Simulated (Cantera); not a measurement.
Input (Python, Cantera) and output of one run.

```python
import numpy as np
import cantera as ct

gas_names = [...]  # 130 gases of nasa_gas.yaml made of C, H, Mg, O, S
cond_names = """
    C(gr) C6H6(L) C7H8(L) C8H18(L),n-octa H2O(s) H2O(L) H2SO4(L) Mg(cr) Mg(L) MgCO3(s) MgO(s) MgO(L)
    MgO2H2(s) MgS(s) MgSO4(s) MgSO4(L) S(cr1) S(cr2) S(L)
""".split()


# ... load() reads the species with a 1 bar reference pressure and builds the phases ...
atoms = {
    'MgCO3': {'Mg': 1, 'C': 1, 'O': 3},
    'SO3': {'S': 1, 'O': 3},
    'H2O': {'H': 2, 'O': 1},
}
top_T = {'C(gr)': 4500, 'MgS(s)': 2250}  # K; cautious upper limits of use, not melting points


# ... equilibrate(T, P, feed) seeds the gas with the atoms and calls Mixture.equilibrate('TP', solver="vcs", rtol=1e-11, max_steps=5000) ...
results = []
feed = {'MgCO3': 1, 'SO3': 1.3, 'H2O': 0.53}  # mol
P = 10000  # Pa
for T in [698, 748, 798, 848, 898, 948, 998, 1048, 1098, 1148, 1198, 1248, 1298, 1348]:
    mix = equilibrate(T, P, feed)
    results.append((T, P, feed, dict(zip(mix.species_names, mix.species_moles))))

top = {s: max(r[3][s] / sum(r[3][g] for g in gas_names) for r in results) for s in gas_names}
cols = sorted((s for s in top if top[s] > 0.001), key=lambda s: -top[s])[:9]
seen = [c for c in cond_names if any(r[3].get(c, 0) > 1e-12 for r in results)]
print("log10 of partial pressures in bar; condensed amounts in mol")
print(f"{'T/K':>10s}" + "".join(f"{s[:9]:>10s}" for s in cols + seen))
for T, P, feed, n in results:
    ng = sum(n[g] for g in gas_names)
    print(f"{T:10.4g}" + "".join(f"{np.log10(max(n[s] / ng * P / 1e5, 1e-99)):10.3f}" for s in cols)
          + "".join(f"{n.get(c, 0):10.4g}" for c in seen))
```

Output:

```
log10 of partial pressures in bar; condensed amounts in mol
       T/K       CO2       SO2       H2O        O2       SO3     H2SO4    MgO(s)  MgSO4(s)
       698    -1.265    -2.779    -1.544    -3.080    -1.841    -3.670         0         1
       748    -1.269    -2.484    -1.546    -2.786    -1.893    -4.192         0         1
       798    -1.275    -2.257    -1.551    -2.558    -1.983    -4.694         0         1
       848    -1.280    -2.093    -1.556    -2.394    -2.116    -5.189         0         1
       898    -1.286    -1.983    -1.561    -2.284    -2.288    -5.681         0         1
       948    -1.290    -1.916    -1.565    -2.217    -2.487    -6.163         0         1
       998    -1.292    -1.876    -1.568    -2.177    -2.698    -6.625         0         1
      1048    -1.294    -1.854    -1.570    -2.155    -2.908    -7.059         0         1
      1098    -1.295    -1.841    -1.571    -2.142    -3.109    -7.463         0         1
      1148    -1.296    -1.833    -1.571    -2.134    -3.299    -7.835         0         1
      1198    -1.518    -1.457    -1.794    -1.758    -2.918    -7.842    0.8928    0.1072
      1248    -1.540    -1.436    -1.815    -1.737    -3.056    -8.152         1         0
      1298    -1.540    -1.434    -1.816    -1.735    -3.208    -8.442         1         0
      1348    -1.541    -1.432    -1.816    -1.733    -3.349    -8.710         1         0
```

Method: chemical equilibrium by Gibbs-energy minimisation in Cantera with the NASA 1993 tables (ideal gas, pure condensed phases). Mutual solubility and eutectic melting of coexisting phases are not modelled.
